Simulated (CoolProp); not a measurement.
Saturation properties of sulfur dioxide (Tc = 430.6 K, pc = 7.887 MPa, ω = 0.256).

Model: reference Helmholtz-energy equation of state, Gao 2016, in CoolProp.

| T (K) | p (MPa) | liquid density (kg/m³) | enthalpy of vaporisation (kJ/kg) | liquid cp (kJ/(kg K)) |
|---|---|---|---|---|
| 232.1 | 0.02029 | 1541 | 416.0 | 1.361 |
| 235.8 | 0.02523 | 1532 | 412.9 | 1.360 |
| 239.6 | 0.03131 | 1522 | 409.7 | 1.359 |
| 243.4 | 0.03854 | 1513 | 406.6 | 1.358 |
| 247.1 | 0.04684 | 1503 | 403.4 | 1.358 |
| 250.9 | 0.05683 | 1493 | 400.2 | 1.358 |
| 254.7 | 0.06849 | 1484 | 396.9 | 1.359 |
| 258.4 | 0.08162 | 1474 | 393.7 | 1.360 |
| 262.2 | 0.09715 | 1464 | 390.4 | 1.361 |
| 266 | 0.1150 | 1454 | 387.0 | 1.362 |
| 269.7 | 0.1347 | 1444 | 383.7 | 1.364 |
| 273.5 | 0.1577 | 1434 | 380.2 | 1.367 |
| 277.2 | 0.1830 | 1424 | 376.8 | 1.369 |

It boils at 263.1 K under 1 atm.
